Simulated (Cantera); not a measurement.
An adiabatic, constant-pressure homogeneous reactor starts with CH₃OH : O₂ : N₂ = 1 : 1.92 : 7.23 (molar parts), at 1525 K and 5.00 bar. Integrator tolerance rtol = 1e-08.

Cantera simulation using GRI-Mech 3.0 (53 species, 325 reactions); the numbers are that mechanism's predictions, not measurements. GRI-Mech 3.0 was tuned for natural gas; its chemistry of methanol as a main component is partial and can be far from experiment.

### Question
What does this change do: initial temperature 1525 to 1225 K?

### Answer
| quantity | before | after |
|---|---|---|
| time of steepest temperature rise | 47.9 µs | 1.76 ms |
| temperature at 0.100 s | 2742 K | 2590 K |
| equilibrium temperature | 2742 K | 2590 K |
| x(CH₃OH) at 0.100 s | <1e-12 (gas-phase equilibrium <1e-12) | <1e-12 (gas-phase equilibrium <1e-12) |
| x(O₂) at 0.100 s | 0.0394 (gas-phase equilibrium 0.0394) | 0.0376 (gas-phase equilibrium 0.0376) |
| x(HO₂) at 0.100 s | 1.40e-5 (gas-phase equilibrium 1.40e-5) | 9.79e-6 (gas-phase equilibrium 9.79e-6) |
| x(H₂) at 0.100 s | 0.00660 (gas-phase equilibrium 0.00660) | 0.00370 (gas-phase equilibrium 0.00370) |
| x(OH) at 0.100 s | 0.0165 (gas-phase equilibrium 0.0165) | 0.0110 (gas-phase equilibrium 0.0110) |
| x(C₂H) at 0.100 s | <1e-12 (gas-phase equilibrium <1e-12) | <1e-12 (gas-phase equilibrium <1e-12) |
| x(CH₂) at 0.100 s | <1e-12 (gas-phase equilibrium <1e-12) | <1e-12 (gas-phase equilibrium <1e-12) |

### Question
What does this change do: initial temperature 1525 to 1198 K?

### Answer
```
quantity                                                            before                                    after
---------------------------------  ---------------------------------------  ---------------------------------------
time of steepest temperature rise                                  47.9 µs                                  2.73 ms
temperature at 0.100 s                                              2742 K                                   2576 K
equilibrium temperature                                             2742 K                                   2576 K
x(CH₃OH) at 0.100 s                  <1e-12 (gas-phase equilibrium <1e-12)    <1e-12 (gas-phase equilibrium <1e-12)
x(O₂) at 0.100 s                     0.0394 (gas-phase equilibrium 0.0394)    0.0375 (gas-phase equilibrium 0.0375)
x(HO₂) at 0.100 s                  1.40e-5 (gas-phase equilibrium 1.40e-5)  9.44e-6 (gas-phase equilibrium 9.44e-6)
x(H₂) at 0.100 s                   0.00660 (gas-phase equilibrium 0.00660)  0.00348 (gas-phase equilibrium 0.00348)
x(OH) at 0.100 s                     0.0165 (gas-phase equilibrium 0.0165)    0.0105 (gas-phase equilibrium 0.0105)
x(C₂H) at 0.100 s                    <1e-12 (gas-phase equilibrium <1e-12)    <1e-12 (gas-phase equilibrium <1e-12)
x(CH₂) at 0.100 s                    <1e-12 (gas-phase equilibrium <1e-12)    <1e-12 (gas-phase equilibrium <1e-12)
```

### Question
What does this change do: pressure from 5.00 bar to 3.70 bar?

### Answer
```csv
quantity,before,after
time of steepest temperature rise,47.9 µs,62.0 µs
temperature at 0.100 s,2742 K,2726 K
equilibrium temperature,2742 K,2726 K
x(CH₃OH) at 0.100 s,<1e-12 (gas-phase equilibrium <1e-12),<1e-12 (gas-phase equilibrium <1e-12)
x(O₂) at 0.100 s,0.0394 (gas-phase equilibrium 0.0394),0.0400 (gas-phase equilibrium 0.0400)
x(HO₂) at 0.100 s,1.40e-5 (gas-phase equilibrium 1.40e-5),1.26e-5 (gas-phase equilibrium 1.26e-5)
x(H₂) at 0.100 s,0.00660 (gas-phase equilibrium 0.00660),0.00706 (gas-phase equilibrium 0.00706)
x(OH) at 0.100 s,0.0165 (gas-phase equilibrium 0.0165),0.0170 (gas-phase equilibrium 0.0170)
x(C₂H) at 0.100 s,<1e-12 (gas-phase equilibrium <1e-12),<1e-12 (gas-phase equilibrium <1e-12)
x(CH₂) at 0.100 s,<1e-12 (gas-phase equilibrium <1e-12),<1e-12 (gas-phase equilibrium <1e-12)
```
